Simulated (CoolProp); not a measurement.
Benzene along the isotherm 346.85 °C: density (kg/m³) from the reference equation and from simpler models built on Tc = 288.9 °C, pc = 4.906 MPa, ω = 0.211; each cubic takes its own stable root.

Computed with CoolProp (reference Helmholtz-energy equation of state, Thol 2012).

```json
[
 {"p (MPa)": "3.77", "phase": "gas", "reference": "72.58", "Redlich-Kwong": "73.48", "Peng-Robinson": "74.44"},
 {"p (MPa)": "7.55", "phase": "supercritical", "reference": "231.8", "Redlich-Kwong": "238.3", "Peng-Robinson": "228.6"},
 {"p (MPa)": "11.3", "phase": "supercritical", "reference": "420.4", "Redlich-Kwong": "379.8", "Peng-Robinson": "388.4"},
 {"p (MPa)": "15.1", "phase": "supercritical", "reference": "485.5", "Redlich-Kwong": "441.0", "Peng-Robinson": "465.3"},
 {"p (MPa)": "18.9", "phase": "supercritical", "reference": "522.3", "Redlich-Kwong": "480.2", "Peng-Robinson": "513.6"},
 {"p (MPa)": "22.6", "phase": "supercritical", "reference": "547.6", "Redlich-Kwong": "508.7", "Peng-Robinson": "548.3"},
 {"p (MPa)": "26.4", "phase": "supercritical", "reference": "567.9", "Redlich-Kwong": "532.2", "Peng-Robinson": "576.5"},
 {"p (MPa)": "30.2", "phase": "supercritical", "reference": "584.5", "Redlich-Kwong": "551.8", "Peng-Robinson": "599.8"},
 {"p (MPa)": "34", "phase": "supercritical", "reference": "598.8", "Redlich-Kwong": "568.6", "Peng-Robinson": "619.7"},
 {"p (MPa)": "37.7", "phase": "supercritical", "reference": "610.9", "Redlich-Kwong": "582.9", "Peng-Robinson": "636.5"},
 {"p (MPa)": "41.5", "phase": "supercritical", "reference": "622.1", "Redlich-Kwong": "596.1", "Peng-Robinson": "651.9"},
 {"p (MPa)": "45.3", "phase": "supercritical", "reference": "632.1", "Redlich-Kwong": "607.9", "Peng-Robinson": "665.6"},
 {"p (MPa)": "49.1", "phase": "supercritical", "reference": "641.3", "Redlich-Kwong": "618.6", "Peng-Robinson": "678.0"}
]
```
